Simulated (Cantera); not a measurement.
Input (Python, Cantera) and output of one run.

```python
import numpy as np
import cantera as ct

gas_names = """
    Cu CuO Cu2 H HNO HNO2 HNO3 HO2 H2 H2O H2O2 N NH NH2 NH3 NH2OH NO NO2 NO3 N2 N2H2 N2H4 N2O O OH O2 O3
""".split()
cond_names = """
    Cu(cr) Cu(L) CuO(s) CuO2H2(s) Cu2O(s) Cu2O(L) H2O(s) H2O(L)
""".split()


def load(file, names, dense=False):
    # The tables refer to 1 bar. Condensed volumes are neglected.
    table = {s.name: s for s in ct.Species.list_from_file(file)}
    out = []
    for n in names:
        d = dict(table[n].input_data)
        d["thermo"] = dict(d["thermo"], **{"reference-pressure": 1e5})
        if dense:
            d["equation-of-state"] = {"model": "constant-volume", "density": "1e6 g/cm^3"}
        out.append(ct.Species.from_dict(d))
    return out


gas = ct.Solution(thermo="ideal-gas", species=load("nasa_gas.yaml", gas_names))
cond = {s.name: ct.Solution(thermo="fixed-stoichiometry", species=[s], name=s.name)
        for s in load("nasa_condensed.yaml", cond_names, dense=True)}
atoms = {
    'Cu2O': {'Cu': 2, 'O': 1},
    'H2': {'H': 2},
    'N2': {'N': 2},
}
top_T = {'CuO(s)': 1390}  # K; cautious upper limits of use, not melting points


def equilibrate(T, P, feed):
    n = {}
    for name, mol in feed.items():
        for a, k in atoms[name].items():
            n[a] = n.get(a, 0.0) + k * mol
    gas.TPX = T, P, n
    mass = sum(n.values()) * gas.mean_molecular_weight
    gas.equilibrate("TP")
    valid = [c for c in cond.values() if c.min_temp <= T <= top_T.get(c.name, c.max_temp)]
    mix = ct.Mixture([(gas, mass / gas.mean_molecular_weight)] + [(c, 0.0) for c in valid])
    mix.T, mix.P = T, P
    mix.equilibrate("TP", solver="vcs", rtol=1e-11, max_steps=5000)
    return mix


results = []
feed = {'Cu2O': 1, 'H2': 0.9, 'N2': 49}  # mol
T = 1825  # K
P = 77  # Pa
mix = equilibrate(T, P, feed)
results.append((T, P, feed, dict(zip(mix.species_names, mix.species_moles))))
print(gas.report(threshold=0.0001))
for i in range(1, mix.n_phases):
    print(f"{mix.phase(i).name:16s} {mix.phase_moles(i):12.5e} mol")
```

Result:

```
       temperature   1825 K
          pressure   77 Pa
           density   0.00014807 kg/m^3
  mean mol. weight   29.179 kg/kmol
   phase of matter   gas

                          1 kg             1 kmol
                     ---------------   ---------------
          enthalpy        2.0131e+06        5.8739e+07  J
   internal energy        1.4931e+06        4.3565e+07  J
           entropy             10590        3.0901e+05  J/K
    Gibbs function       -1.7314e+07        -5.052e+08  J
 heat capacity c_p            1210.1             35310  J/K
 heat capacity c_v            925.19             26996  J/K

                      mass frac. Y      mole frac. X     chem. pot. / RT
                     ---------------   ---------------   ---------------
                Cu          0.083721          0.038442           -10.627
                 H        1.8151e-05         0.0005254           -16.589
                H2         7.572e-05         0.0010959           -33.178
               H2O         0.0096826          0.015683           -54.337
                NO        0.00038755        0.00037686           -38.092
                N2           0.90434           0.94193           -33.865
                 O        0.00010613        0.00019355            -21.16
                OH        0.00030634        0.00052558           -37.748
                O2         0.0013397         0.0012217           -42.319
     [  +18 minor]        2.7754e-05          8.17e-06

Cu(L)             0.00000e+00 mol
Cu2O(L)           0.00000e+00 mol
```

Cantera equilibrium calculation (NASA polynomials, part measured and part estimated; ideal gas, pure solids and liquids).
